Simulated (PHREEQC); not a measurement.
## Acid rinse or clean

A solution holds 0.0041 mol H2SO4 and 0.008 mol MgCl2 per kg of water, at 25 °C. Closed to the air; pH follows from the charge balance.

Model: ion-association model, phreeqc.dat, run in PHREEQC.

```
Quantity                      Result
--------------------  --------------
pH                              2.19
ionic strength        0.0305 mol/kgw
specific conductance      4290 µS/cm
total alkalinity        -8.20 meq/kg
```

```json
[
 {"species": "Cl-", "molality": "0.0160", "activity": "0.0135", "log γ": "-0.073"},
 {"species": "H+", "molality": "0.00734", "activity": "0.00641", "log γ": "-0.059"},
 {"species": "Mg+2", "molality": "0.00697", "activity": "0.00379", "log γ": "-0.265"},
 {"species": "SO4-2", "molality": "0.00221", "activity": "0.00117", "log γ": "-0.278"},
 {"species": "MgSO4", "molality": "0.00103", "activity": "0.00104", "log γ": "0.003"},
 {"species": "HSO4-", "molality": "0.000857", "activity": "0.000728", "log γ": "-0.071"}
]
```

This is a speciation only: nothing precipitates in the calculation.
